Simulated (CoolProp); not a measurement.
1000 sccm (0 °C, 1 atm) of nitrogen bubbles through liquid dimethyl carbonate at 299 K and leaves saturated at a total pressure of 0.136 MPa (ideal gas phase). Each further row changes one setting.

Values from CoolProp's reference Helmholtz-energy equation of state, Zhou 2011.

```tsv
case	vapour pressure (kPa)	mole fraction of vapour	delivery (mg/min)	delivery (sccm)	change of delivery for a bath 1 K warmer (%)
as stated	7.59	0.0558	237	___	___
bath temperature 304 K	9.74	___	___	___	5.4
total pressure 0.272 MPa	7.59	___	___	28.7	5.4
```

Question: Fill in the missing entries.

Answer: 
- as stated, delivery (sccm): 59.1
- as stated, change of delivery for a bath 1 K warmer (%): 5.5
- bath temperature 304 K, mole fraction of vapour: 0.0716
- bath temperature 304 K, delivery (mg/min): 310
- bath temperature 304 K, delivery (sccm): 77.1
- total pressure 0.272 MPa, mole fraction of vapour: 0.0279
- total pressure 0.272 MPa, delivery (mg/min): 115
